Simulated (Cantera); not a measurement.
Charge: 1 mol AlN, 8.7 mol Cl2, held at 1223.15 K and 0.133 bar.

Method: chemical equilibrium by Gibbs-energy minimisation in Cantera with the NASA 1993 tables (ideal gas, pure condensed phases). Candidate condensed phases: Al, AlCl3, AlN; 11 gas species. Equilibrium is a limit: real reactors are often held back by kinetics, nucleation or transport.

Base state: Cl2 0.814, AlCl3 0.114, N2 0.0570, Cl 0.0148, Al2Cl6 1.43e-5 (mole fractions); condensed: gas only.

What changes in the equilibrium state with this change: temperature from 1223.15 K to 1323.15 K?


```
species   before    after
-------  -------  -------
Cl2        0.814    0.794
AlCl3      0.114    0.113
N2        0.0570   0.0564
Cl        0.0148   0.0371
Al2Cl6   1.43e-5  6.17e-6
```

What changes in the equilibrium state with this change: temperature from 1223.15 K to 1473 K?


```csv
species,before,after
Cl2,0.814,0.724
Cl,0.0148,0.113
AlCl3,0.114,0.108
N2,0.0570,0.0542
Al2Cl6,1.43e-5,2.09e-6
```

What changes in the equilibrium state with this change: pressure from 0.133 bar to 0.760 bar?


```
species   before    after
-------  -------  -------
Cl2        0.814    0.822
AlCl3      0.114    0.114
N2        0.0570   0.0573
Cl        0.0148  0.00623
Al2Cl6   1.43e-5  8.23e-5
```
